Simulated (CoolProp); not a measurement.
Saturation properties of n-hexane (Tc = 507.8 K, pc = 3.044 MPa, ω = 0.300).

Computed with CoolProp (reference Helmholtz-energy equation of state, Thol 2019).

```json
[
 {"T (K)": "369.6", "p (MPa)": "0.2246", "surface tension (mN/m)": "10.7", "liquid conductivity (mW/(m K))": "101"},
 {"T (K)": "372.1", "p (MPa)": "0.2398", "surface tension (mN/m)": "10.5", "liquid conductivity (mW/(m K))": "100"},
 {"T (K)": "374.5", "p (MPa)": "0.2550", "surface tension (mN/m)": "10.2", "liquid conductivity (mW/(m K))": "99.8"},
 {"T (K)": "377", "p (MPa)": "0.2716", "surface tension (mN/m)": "10.0", "liquid conductivity (mW/(m K))": "99.2"},
 {"T (K)": "379.4", "p (MPa)": "0.2884", "surface tension (mN/m)": "9.78", "liquid conductivity (mW/(m K))": "98.7"},
 {"T (K)": "381.9", "p (MPa)": "0.3066", "surface tension (mN/m)": "9.54", "liquid conductivity (mW/(m K))": "98.1"},
 {"T (K)": "384.3", "p (MPa)": "0.3250", "surface tension (mN/m)": "9.32", "liquid conductivity (mW/(m K))": "97.6"},
 {"T (K)": "386.8", "p (MPa)": "0.3449", "surface tension (mN/m)": "9.09", "liquid conductivity (mW/(m K))": "97.0"},
 {"T (K)": "389.2", "p (MPa)": "0.3650", "surface tension (mN/m)": "8.86", "liquid conductivity (mW/(m K))": "96.5"},
 {"T (K)": "391.7", "p (MPa)": "0.3868", "surface tension (mN/m)": "8.63", "liquid conductivity (mW/(m K))": "96.0"},
 {"T (K)": "394.1", "p (MPa)": "0.4086", "surface tension (mN/m)": "8.41", "liquid conductivity (mW/(m K))": "95.5"},
 {"T (K)": "396.6", "p (MPa)": "0.4324", "surface tension (mN/m)": "8.18", "liquid conductivity (mW/(m K))": "95.0"},
 {"T (K)": "399", "p (MPa)": "0.4561", "surface tension (mN/m)": "7.96", "liquid conductivity (mW/(m K))": "94.5"},
 {"T (K)": "401.5", "p (MPa)": "0.4819", "surface tension (mN/m)": "7.74", "liquid conductivity (mW/(m K))": "93.9"},
 {"T (K)": "403.9", "p (MPa)": "0.5076", "surface tension (mN/m)": "7.52", "liquid conductivity (mW/(m K))": "93.4"}
]
```

It boils at 341.9 K under 1 atm.

Thermal conductivity comes from a separate model (Assael 2013). Surface tension comes from a separate correlation (Mulero 2012).
